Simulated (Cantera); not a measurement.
An isothermal, constant-pressure homogeneous reactor starts with H2 : O2 : N2 = 1.1 : 1 : 4.2 (molar parts), equivalence ratio 0.55, at 850 K and 0.760 bar. Integrator tolerance rtol = 1e-08.

Detailed kinetics in Cantera: the H2/O2 subset of GRI-Mech 3.0, which has no nitrogen chemistry. Below about 950 K walls govern HO2 and H2O2 in real vessels. The temperature is held fixed by assumption; the heat of reaction is taken as removed at once.

| quantity | before | after |
|---|---|---|
| x(H2) at 20.0 s | 0.0822 (gas-phase equilibrium <1e-12) | 0.0225 (gas-phase equilibrium <1e-12) |
| x(O2) at 20.0 s | 0.116 (gas-phase equilibrium 0.0783) | 0.0257 (gas-phase equilibrium 0.0147) |
| x(H2O) at 20.0 s | 0.101 (gas-phase equilibrium 0.191) | 0.0130 (gas-phase equilibrium 0.0360) |
| x(OH) at 20.0 s | 6.16e-9 (gas-phase equilibrium 4.25e-9) | 3.83e-9 (gas-phase equilibrium 1.22e-9) |
| x(O) at 20.0 s | 4.42e-9 (gas-phase equilibrium <1e-12) | 4.37e-9 (gas-phase equilibrium <1e-12) |
| x(H) at 20.0 s | 2.20e-8 (gas-phase equilibrium <1e-12) | 2.59e-8 (gas-phase equilibrium <1e-12) |
| x(H2O2) at 20.0 s | 0.000618 (gas-phase equilibrium 1.38e-11) | 9.65e-5 (gas-phase equilibrium 1.13e-12) |

What was changed between the two runs?
A. N2 4.2 to 3.1 parts
B. N2 4.2 to 29 parts
C. temperature 850 to 875 K
D. pressure from 0.760 bar to 0.130 bar

B, N2 4.2 to 29 parts
